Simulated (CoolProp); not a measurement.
Vapour-liquid equilibrium of C3F8 (R218) (1) + c-C4F8 (RC318) (2) at 254.1 K; x and y are mole fractions of (1).

Computed with CoolProp (multi-fluid Helmholtz-energy mixture model, Lemmon 2006 and Platzer 1990; pair parameters Bell 2016). This equation is an older, rougher fit; its heat capacities, sound speeds and derivatives of the liquid may be far off and weren't checked against measurements.

```tsv
x	bubble pressure, mixture model (kPa)	bubble pressure, Raoult's law (kPa)	y, mixture model	y, Raoult's law
0.05	(withheld)	64.76	(withheld)	0.164
0.15	(withheld)	80.25	0.273	0.396
0.25	75.47	95.73	(withheld)	0.553
0.35	(withheld)	111.2	0.615	0.667
0.45	104.5	126.7	0.736	0.753
0.55	122.6	142.2	(withheld)	0.820
0.65	(withheld)	157.7	0.889	0.873
0.75	162.2	173.2	(withheld)	0.918
0.85	182.4	188.7	0.967	0.955
0.95	202.2	204.1	0.990	0.986
```

Question: Complete the blanks.

Answer: 
- 0.05, bubble pressure, mixture model (kPa): 59.12
- 0.05, y, mixture model: 0.085
- 0.15, bubble pressure, mixture model (kPa): 65.64
- 0.25, y, mixture model: 0.458
- 0.35, bubble pressure, mixture model (kPa): 88.55
- 0.55, y, mixture model: 0.825
- 0.65, bubble pressure, mixture model (kPa): 142.1
- 0.75, y, mixture model: 0.934

The largest gap from Raoult's law is -21.2 % in bubble pressure, at x = 0.25. No azeotrope shows between x = 0.05 and 0.95.

Pair parameters are fitted to limited data, so mixtures are less certain than the pure fluids.
